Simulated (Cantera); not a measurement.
A closed system holds: 1 mol CuO, 3.6 mol C, 1.3 mol N2, held at 2298 K.

Method: chemical equilibrium by Gibbs-energy minimisation in Cantera with the NASA 1993 tables (ideal gas, pure condensed phases). Candidate condensed phases: C, Cu, CuO, Cu2O; 27 gas species. Equilibrium is a limit: real reactors are often held back by kinetics, nucleation or transport.

Question: Which condensed phases are stable at each of these points (P (Pa)): 10, 100, 1000, 10000, 100000, 1000000?

Answer: 
| P (Pa) | condensed phases | Cu condensed (%) |
|---|---|---|
| 10 | C(graphite) | 0.0 |
| 100 | C(graphite) | 0.0 |
| 1000 | C(graphite) | 0.0 |
| 10000 | C(graphite) | 0.0 |
| 100000 | C(graphite) + Cu(l) | 88.3 |
| 1000000 | C(graphite) + Cu(l) | 98.9 |

From 10.0 Pa to 0.100 bar the condensed part is C(graphite). From 1.00 bar to 10.0 bar the condensed part is C(graphite) + Cu(l).
